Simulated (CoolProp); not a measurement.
A single-stage vapour-compression cycle with R134a: evaporating at 247.15 K (dew point), condensing at 282.15 K (bubble point), superheat 8 K, subcooling 0 K, compressor efficiency 0.85, no pressure losses. Each further row changes one setting.

The numbers come from the reference Helmholtz-energy equation of state, Tillner-Roth 1994 in CoolProp.

| case | cooling COP | pressure ratio | discharge temperature (K) | refrigerating effect (kJ/kg) | volumetric capacity (kJ/m³) |
|---|---|---|---|---|---|
| as stated | 5.18 | 3.94 | 303.3 | 177 | 899 |
| evaporating temperature 252.15 K | 6.29 | ___ | ___ | 180 | 1130 |
| condensing temperature 277.15 K | 6.19 | ___ | ___ | 184 | 934 |
| subcooling 5 K | 5.38 | 3.94 | 303.3 | 184 | 934 |
| superheat 18 K | 5.18 | 3.94 | ___ | 185 | 899 |
| compressor efficiency 0.75 | 4.57 | 3.94 | 308.2 | 177 | 899 |

**Question.** Fill in the missing entries.

**Answer.** 
- evaporating temperature 252.15 K, pressure ratio: 3.15
- evaporating temperature 252.15 K, discharge temperature (K): 300.8
- condensing temperature 277.15 K, pressure ratio: 3.32
- condensing temperature 277.15 K, discharge temperature (K): 297.0
- superheat 18 K, discharge temperature (K): 313.7
